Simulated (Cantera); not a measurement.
Cantera run, input and output.

```python
import numpy as np
import cantera as ct

gas = ct.Solution("gri30.yaml")
gas.TPX = 1300, 100000, {'N2O': 1}
reactor = ct.IdealGasConstPressureReactor(gas, energy="off", clone=False)
net = ct.ReactorNet([reactor])
net.rtol, net.atol = 1e-08, 1e-18
show = ['N2O', 'O2', 'N2', 'NO', 'O', 'NO2']
times = np.geomspace(8e-05, 20, 9)

steps = ct.SolutionArray(gas, extra=["t"])
rows = []
print(f"{'t/s':>10s}{'T/K':>9s}{'P/Pa':>11s}" + "".join(f"{s:>11s}" for s in show))
for t in times:
    while net.time < t:
        t_next = net.step()
        steps.append(gas.state, t=t_next)
    rows.append([np.interp(t, steps.t, y) for y in (steps.T, steps.P, *steps(*show).X.T)])
    print(f"{t:10.3e}{rows[-1][0]:9.1f}{rows[-1][1]:11.4g}" + "".join(f"{x:11.3e}" for x in rows[-1][2:]))
rate = np.gradient(steps.T, steps.t)
print("integrator steps:", len(steps.t))
if steps.T.max() > steps.T[0] + 200:
    print(f"time of steepest temperature rise: {steps.t[rate.argmax()]:.4e} s")
gas.TPX = 1300, 100000, {'N2O': 1}
gas.equilibrate("TP")
print(f"equilibrium (TP): T = {gas.T:.1f} K  " + "  ".join(f"{s} {gas[s].X[0]:.3e}" for s in show))
```

Output:

```
       t/s      T/K       P/Pa        N2O         O2         N2         NO          O        NO2
 8.000e-05   1300.0      1e+05  9.996e-01  1.078e-04  2.417e-04  3.763e-05  7.225e-06  3.771e-09
 3.783e-04   1300.0      1e+05  9.981e-01  5.323e-04  1.165e-03  1.857e-04  7.223e-06  8.940e-08
 1.789e-03   1300.0      1e+05  9.911e-01  2.527e-03  5.503e-03  8.799e-04  7.213e-06  1.778e-06
 8.459e-03   1300.0      1e+05  9.588e-01  1.168e-02  2.543e-02  4.046e-03  7.148e-06  2.344e-05
 4.000e-02   1300.0      1e+05  8.253e-01  4.963e-02  1.080e-01  1.692e-02  6.804e-06  1.434e-04
 1.891e-01   1300.0      1e+05  4.528e-01  1.569e-01  3.396e-01  5.028e-02  5.367e-06  4.613e-04
 8.944e-01   1300.0      1e+05  6.958e-02  2.727e-01  5.834e-01  7.361e-02  1.711e-06  7.047e-04
 4.229e+00   1300.0      1e+05  1.906e-04  2.959e-01  6.298e-01  7.316e-02  1.020e-07  9.290e-04
 2.000e+01   1300.0      1e+05  1.498e-06  2.960e-01  6.300e-01  7.307e-02  9.695e-08  9.378e-04
integrator steps: 1071
equilibrium (TP): T = 1300.0 K  N2O 2.811e-08  O2 3.331e-01  N2 6.664e-01  NO 4.609e-04  O 1.028e-07  NO2 6.276e-06
```

Cantera simulation using GRI-Mech 3.0 (53 species, 325 reactions); the numbers are that mechanism's predictions, not measurements. GRI-Mech 3.0 was tuned for natural gas; its chemistry of N2O as a main component is partial and can be far from experiment. The mechanism lacks the step 2 NO + O2 → 2 NO2, which can matter for NO2 below about 1400 K. The temperature is held fixed by assumption; the heat of reaction is taken as removed at once.
